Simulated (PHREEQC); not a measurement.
Solution (20 °C): 0.83 mol/kgw SrCl2 and 0.00036 mol/kgw NaCl. Closed to the air; pH follows from the charge balance.

All values are PHREEQC results (ion-association model, phreeqc.dat), not measurements.

```json
{
  "ionic_strength": "2.49 mol/kgw",
  "activity_of_water": "0.958",
  "density": "1.108 g/cm³"
}
```

```tsv
species	molality	activity	log γ
Cl-	1.66	0.966	-0.235
Sr+2	0.830	0.230	-0.557
Na+	0.000360	0.000319	-0.052
H+	2.09e-7	1.51e-7	-0.141
SrOH+	1.25e-7	7.50e-8	-0.223
OH-	8.36e-8	4.35e-8	-0.284
```

Precipitation was switched off in this run. The ionic strength is past about 0.7 mol/kgw, beyond the range of this activity model, so the values are rough. Species that the database lacks are ignored.
